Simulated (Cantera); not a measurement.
What does this Cantera script print?

```python
import numpy as np
import cantera as ct

gas = ct.Solution("gri30.yaml")
gas.TPX = 1975, 2666, {'C3H8': 1, 'H2': 1.1}
reactor = ct.IdealGasConstPressureReactor(gas, energy="off", clone=False)
net = ct.ReactorNet([reactor])
net.rtol, net.atol = 1e-08, 1e-18
show = ['C3H8', 'H2', 'C2H4', 'CH2', 'C2H2', 'H', 'CH4']
times = np.geomspace(8e-06, 1, 11)

steps = ct.SolutionArray(gas, extra=["t"])
rows = []
print(f"{'t/s':>10s}{'T/K':>9s}{'P/Pa':>11s}" + "".join(f"{s:>11s}" for s in show))
for t in times:
    while net.time < t:
        t_next = net.step()
        steps.append(gas.state, t=t_next)
    rows.append([np.interp(t, steps.t, y) for y in (steps.T, steps.P, *steps(*show).X.T)])
    print(f"{t:10.3e}{rows[-1][0]:9.1f}{rows[-1][1]:11.4g}" + "".join(f"{x:11.3e}" for x in rows[-1][2:]))
rate = np.gradient(steps.T, steps.t)
print("integrator steps:", len(steps.t))
if steps.T.max() > steps.T[0] + 200:
    print(f"time of steepest temperature rise: {steps.t[rate.argmax()]:.4e} s")
gas.TPX = 1975, 2666, {'C3H8': 1, 'H2': 1.1}
gas.equilibrate("TP")
print(f"equilibrium (TP): T = {gas.T:.1f} K  " + "  ".join(f"{s} {gas[s].X[0]:.3e}" for s in show))
```

Output:

```
       t/s      T/K       P/Pa       C3H8         H2       C2H4        CH2       C2H2          H        CH4
 8.000e-06   1975.0       2666  3.391e-01  4.868e-01  2.822e-02  9.458e-05  7.969e-05  1.852e-03  1.341e-02
 2.587e-05   1975.0       2666  1.050e-01  4.171e-01  1.437e-01  3.136e-04  6.148e-03  5.498e-03  9.057e-02
 8.365e-05   1975.0       2666  2.639e-04  4.485e-01  1.306e-01  2.069e-04  1.193e-01  9.978e-03  1.881e-01
 2.705e-04   1975.0       2666  1.331e-06  5.410e-01  4.018e-02  6.517e-05  2.199e-01  4.846e-03  1.644e-01
 8.747e-04   1975.0       2666  2.168e-07  5.882e-01  8.426e-03  3.037e-05  2.558e-01  3.172e-03  1.306e-01
 2.828e-03   1975.0       2666  5.202e-08  6.271e-01  2.309e-03  2.079e-05  2.708e-01  2.999e-03  8.850e-02
 9.146e-03   1975.0       2666  6.548e-09  6.667e-01  5.975e-04  1.521e-05  2.830e-01  3.459e-03  4.193e-02
 2.958e-02   1975.0       2666  2.255e-10  6.917e-01  1.084e-04  9.570e-06  2.904e-01  4.584e-03  1.168e-02
 9.564e-02   1975.0       2666  1.690e-12  6.986e-01  4.600e-05  3.752e-06  2.926e-01  6.481e-03  1.875e-03
 3.092e-01   1975.0       2666  2.033e-14  6.995e-01  4.230e-05  9.404e-07  2.929e-01  7.036e-03  3.747e-04
 1.000e+00   1975.0       2666  3.500e-15  6.997e-01  4.217e-05  4.162e-07  2.929e-01  7.061e-03  1.624e-04
integrator steps: 1481
equilibrium (TP): T = 1975.0 K  C3H8 3.053e-15  H2 6.997e-01  C2H4 4.217e-05  CH2 3.841e-07  C2H2 2.929e-01  H 7.061e-03  CH4 1.497e-04
```

Model: GRI-Mech 3.0 (53 species, 325 reactions), integrated in Cantera. GRI-Mech 3.0 was tuned for natural gas; its chemistry of propane as a main component is partial and can be far from experiment. GRI-Mech 3.0 stops at C3 and has no aromatics, soot or wall deposition, so with more carbon than oxygen in the feed, carbon stays in small species such as C2H2 where larger ones or solid carbon would form. Radical loss at walls, strong at low pressure, is not modelled.
